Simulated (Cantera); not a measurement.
Feed: 1 mol Si₂H₆, 0.17 mol Cl₂, 12 mol H₂, held at 1377 °C and 0.133 bar.

Cantera equilibrium calculation (NASA polynomials, part measured and part estimated; ideal gas, pure solids and liquids). Candidate condensed phases: Si; 19 gas species. The feed counts by its element totals alone. The tables' values for SiCl₃ are old estimates; treat these amounts as uncertain. Rates play no part.

Base state: H₂ 0.979, HCl 0.0196, SiCl₂ 0.00139, H 0.000246, SiCl₃ 1.05e-5 (mole fractions); condensed: Si(s).

Question: What changes in the equilibrium state with this change: Cl₂ from 0.17 to 0.0068 mol?

Answer: 
| species | before | after |
|---|---|---|
| H₂ | 0.979 | 0.999 |
| HCl | 0.0196 | 0.000900 |
| H | 0.000246 | 0.000249 |
| SiCl₂ | 0.00139 | 2.88e-6 |
| SiCl₃ | 1.05e-5 | <1e-9 |
| Si(s), mol | 1.98 | 2.00 |

Question: What changes in the equilibrium state with this change: Cl₂ from 0.17 to 0.029 mol?

Answer: 
```json
[
 {"species": "H₂", "before": "0.979", "after": "0.996"},
 {"species": "HCl", "before": "0.0196", "after": "0.00376"},
 {"species": "H", "before": "0.000246", "after": "0.000248"},
 {"species": "SiCl₂", "before": "0.00139", "after": "5.04e-5"},
 {"species": "SiCl₃", "before": "1.05e-5", "after": "7.19e-8"},
 {"species": "Si(s), mol", "before": "1.98", "after": "2.00"}
]
```

Question: What changes in the equilibrium state with this change: Cl₂ from 0.17 to 0.059 mol?

Answer: 
```tsv
species	before	after
H₂	0.979	0.992
HCl	0.0196	0.00743
H	0.000246	0.000248
SiCl₂	0.00139	0.000198
SiCl₃	1.05e-5	5.61e-7
Si(s), mol	1.98	2.00
```
